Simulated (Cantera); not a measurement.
Input (Python, Cantera) and output of one run.

```python
import numpy as np
import cantera as ct

gas_names = """
    CL CL2 H HCL H2 Si SiCL SiCL2 SiCL3 SiCL4 SiH SiHCL3 SiH2 SiH2CL2 SiH3 SiH3CL SiH4 Si2 Si3
""".split()
cond_names = """
    Si(cr) Si(L)
""".split()


# ... load() reads the species with a 1 bar reference pressure and builds the phases ...
atoms = {
    'Si': {'Si': 1},
    'Cl2': {'CL': 2},
    'H2': {'H': 2},
}
top_T = {}  # K; cautious upper limits of use, not melting points


# ... equilibrate(T, P, feed) seeds the gas with the atoms and calls Mixture.equilibrate('TP', solver="vcs", rtol=1e-11, max_steps=5000) ...
results = []
feed = {'Si': 1, 'Cl2': 0.51, 'H2': 2.5}  # mol
P = 340000  # Pa
for T in [675, 775, 875, 975, 1075, 1175, 1275, 1375, 1475]:
    mix = equilibrate(T, P, feed)
    results.append((T, P, feed, dict(zip(mix.species_names, mix.species_moles))))
    x = sorted(zip(gas.X, gas.species_names), reverse=True)
    print(f"T = {T:g} K  P = {P:g} Pa  gas = {mix.phase_moles(0):.4g} mol")
    print("   x: " + "  ".join(f"{s} {v:.3e}" for v, s in x if v > 1e-06))
    print("   condensed (mol): " + ("  ".join(f"{mix.phase(i).name} {mix.phase_moles(i):.4g}"
          for i in range(1, mix.n_phases) if mix.phase_moles(i) > 1e-12) or "none"))
```

Output:

```
T = 675 K  P = 340000 Pa  gas = 2.715 mol
   x: H2 8.911e-01  SiHCL3 5.294e-02  SiCL4 5.254e-02  SiH2CL2 3.304e-03  HCL 1.160e-04  SiH3CL 4.331e-05  SiCL3 1.057e-06
   condensed (mol): Si(cr) 0.7046
T = 775 K  P = 340000 Pa  gas = 2.715 mol
   x: H2 8.909e-01  SiCL4 5.353e-02  SiHCL3 5.109e-02  SiH2CL2 3.761e-03  HCL 6.040e-04  SiH3CL 6.279e-05  SiCL3 1.208e-05
   condensed (mol): Si(cr) 0.7055
T = 875 K  P = 340000 Pa  gas = 2.717 mol
   x: H2 8.901e-01  SiCL4 5.417e-02  SiHCL3 4.933e-02  SiH2CL2 4.107e-03  HCL 2.139e-03  SiH3CL 8.234e-05  SiCL3 7.832e-05  SiCL2 6.549e-06
   condensed (mol): Si(cr) 0.7071
T = 975 K  P = 340000 Pa  gas = 2.721 mol
   x: H2 8.877e-01  SiCL4 5.418e-02  SiHCL3 4.747e-02  HCL 5.794e-03  SiH2CL2 4.354e-03  SiCL3 3.418e-04  SiH3CL 1.009e-04  SiCL2 6.104e-05  SiH4 1.027e-06
   condensed (mol): Si(cr) 0.7102
T = 1075 K  P = 340000 Pa  gas = 2.728 mol
   x: H2 8.828e-01  SiCL4 5.309e-02  SiHCL3 4.516e-02  HCL 1.290e-02  SiH2CL2 4.492e-03  SiCL3 1.111e-03  SiCL2 3.680e-04  SiH3CL 1.174e-04  SiH4 1.321e-06
   condensed (mol): Si(cr) 0.7154
T = 1175 K  P = 340000 Pa  gas = 2.741 mol
   x: H2 8.741e-01  SiCL4 5.020e-02  SiHCL3 4.193e-02  HCL 2.467e-02  SiH2CL2 4.492e-03  SiCL3 2.857e-03  SiCL2 1.589e-03  SiH3CL 1.307e-04  SiH4 1.608e-06
   condensed (mol): Si(cr) 0.7226
T = 1275 K  P = 340000 Pa  gas = 2.763 mol
   x: H2 8.608e-01  SiCL4 4.465e-02  HCL 4.166e-02  SiHCL3 3.724e-02  SiCL3 5.989e-03  SiCL2 5.226e-03  SiH2CL2 4.305e-03  SiH3CL 1.390e-04  SiH4 1.871e-06
   condensed (mol): Si(cr) 0.7305
T = 1375 K  P = 340000 Pa  gas = 2.798 mol
   x: H2 8.426e-01  HCL 6.293e-02  SiCL4 3.592e-02  SiHCL3 3.068e-02  SiCL2 1.355e-02  SiCL3 1.029e-02  SiH2CL2 3.883e-03  SiH3CL 1.406e-04  SiH4 2.096e-06  H 1.706e-06
   condensed (mol): Si(cr) 0.7357
T = 1475 K  P = 340000 Pa  gas = 2.845 mol
   x: H2 8.212e-01  HCL 8.553e-02  SiCL2 2.805e-02  SiCL4 2.488e-02  SiHCL3 2.261e-02  SiCL3 1.432e-02  SiH2CL2 3.224e-03  SiH3CL 1.343e-04  H 6.374e-06  SiH4 2.281e-06
   condensed (mol): Si(cr) 0.7348
```

These are equilibrium values from Cantera (NASA tables, ideal gas, pure condensed phases), not measurements of a reactor. The tables' values for SiCl3 are old estimates; treat these amounts as uncertain.
